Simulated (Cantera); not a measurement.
Thermodynamics of carbothermic reduction, feed MgO + CO + H2

Input: 1 mol MgO, 0.95 mol CO, 9.1 mol H2, equilibrated at 875 K and 26.0 mbar.

Method: chemical equilibrium by Gibbs-energy minimisation in Cantera with the NASA 1993 tables (ideal gas, pure condensed phases). Candidate condensed phases: C, C6H6, C7H8, C8H18, H2O, Mg, MgCO3, MgO, Mg(OH)2; 116 gas species. Equilibrium is a limit: real reactors are often held back by kinetics, nucleation or transport.

```json
{
 "x(H2)": "0.897",
 "x(CO)": "0.0843",
 "x(CH4)": "0.00912",
 "x(H2O)": "0.00801",
 "x(CO2)": "0.00199",
 "n(C(graphite))": "0.00866 mol",
 "n(MgO(s))": "1.00 mol",
 "gas_amount": "9.861 mol",
 "log10 activity of MgCO3(s) (absent)": "-6.26",
 "log10 activity of Mg(s) (absent)": "-16.32"
}
```
